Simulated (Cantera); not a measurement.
Input: 1 mol BF₃, 1.1 mol NH₃, 0.7 mol N₂, at 1077 °C and 1.13 Torr.

Equilibrium computed with Cantera from the NASA thermochemical tables; the gas is ideal and each condensed phase is pure. Candidate condensed phases: B, BN; 31 gas species. The tables' values for BF₂ are old estimates; treat these amounts as uncertain. Kinetics and transport are ignored.

Problem. What is the equilibrium state?

Solution. 
* **x(H₂)**: 0.408
* **x(N₂)**: 0.316
* **x(BF₃)**: 0.246
* **x(HF)**: 0.0279
* **x(BHF₂)**: 0.000928
* **x(BF₂)**: 0.000702
* **x(H)**: 3.93e-5
* **x(BF)**: 1.03e-5
* **n(BN(s))**: 0.0341 mol
* **gas amount**: 3.901 mol
* **log10 activity of B(s) (absent)**: -3.44
